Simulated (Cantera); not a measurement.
A closed system holds: 1 mol Na2CO3, 3.1 mol O2, 0.038 mol H2O, held at 0.133 bar.

Equilibrium computed with Cantera from the NASA thermochemical tables; the gas is ideal and each condensed phase is pure. Candidate condensed phases: C, C6H6, C7H8, C8H18, H2O, Na, NaOH, NaO2, Na2CO3, Na2O, Na2O2; 117 gas species. Kinetics and transport are ignored.

log p: log10 of the partial pressure in bar; n: condensed amount in mol.

```
T (°C)  log p O2    log p Na   log p CO2  log p NaOH   log p NaO   log p H2O  n Na2CO3(s)  n Na2CO3(l)
------  --------  ----------  ----------  ----------  ----------  ----------  -----------  -----------
575        -0.88        <-12       -7.31       -7.01        <-12       -2.79        1.000            0
675        -0.88      -10.74       -6.09       -5.80      -11.29       -2.79        1.000            0
775        -0.88  (withheld)  (withheld)  (withheld)  (withheld)       -2.79        1.000            0
875        -0.88       -7.25       -4.33       -4.04       -8.02       -2.80            0        0.999
975        -0.88       -5.96       -3.72       -3.43       -6.82       -2.85            0        0.996
1075       -0.88  (withheld)  (withheld)  (withheld)  (withheld)  (withheld)            0        0.986
1175       -0.89       -3.87       -2.91       -2.64       -4.87       -3.37            0        0.970
1275       -0.90       -2.98       -2.69       -2.53       -4.05       -4.10            0        0.950
1375       -0.92       -2.28       -2.36       -2.54       -3.40       -4.79            0        0.888
1475       -1.01       -1.71       -1.93       -2.64       -2.92       -5.43            0        0.616
1575       -1.14       -1.43       -1.69       -2.81       -2.75       -5.69            0            0
1675       -1.14       -1.43       -1.69       -2.82       -2.78       -5.20            0            0
```

Question: Fill in the missing entries.

Answer: 
- 1075, log p Na: -4.85
- 1075, log p CO2: -3.24
- 1075, log p NaOH: -2.95
- 1075, log p NaO: -5.79
- 1075, log p H2O: -2.99
- 775, log p Na: -8.82
- 775, log p CO2: -5.12
- 775, log p NaOH: -4.82
- 775, log p NaO: -9.49
